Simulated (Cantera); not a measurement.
Input: 1 mol Si2H6, 6.3 mol CO2, 83 mol H2, at 0.248 Torr.

Method: chemical equilibrium by Gibbs-energy minimisation in Cantera with the NASA 1993 tables (ideal gas, pure condensed phases). Candidate condensed phases: C, C6H6, C7H8, C8H18, H2O, Si, SiC, SiO2; 123 gas species. The feed counts by its element totals alone. The tables hold silica as quartz up to 1696 K and as liquid above; real silica turns to tridymite and cristobalite and melts near 1996 K. Rates play no part.

Which condensed phases are stable at each of these points (T (K)): 700, 800, 900, 1000, 1100, 1200, 1300, 1400?


| T (K) | condensed phases | Si condensed (%) |
|---|---|---|
| 700 | SiO2(α-quartz) | 100.0 |
| 800 | SiO2(α-quartz) | 100.0 |
| 900 | SiO2(β-quartz) | 100.0 |
| 1000 | SiO2(β-quartz) | 100.0 |
| 1100 | SiO2(β-quartz) | 100.0 |
| 1200 | SiO2(β-quartz) | 100.0 |
| 1300 | SiO2(β-quartz) | 100.0 |
| 1400 | SiO2(β-quartz) | 100.0 |

From 700 K to 800 K the condensed part is SiO2(α-quartz). From 900 K to 1400 K the condensed part is SiO2(β-quartz).
